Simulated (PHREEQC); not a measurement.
A solution holds 47 mmol/kgw NaHF2 and 32 mmol/kgw NH4F, at 25 °C. Closed to the air; pH follows from the charge balance.

All values are PHREEQC results (ion-association model, phreeqc.dat), not measurements.

No solid was allowed to form.

Problem. What pH, ionic strength does the model give?

Solution. pH 3.33; ionic strength 0.0785 mol/kgw.

Problem. In which forms is F present?

Solution. F- 55 %, HF 29 %, HF2- 15 %, NaF 0.9 % of the F.
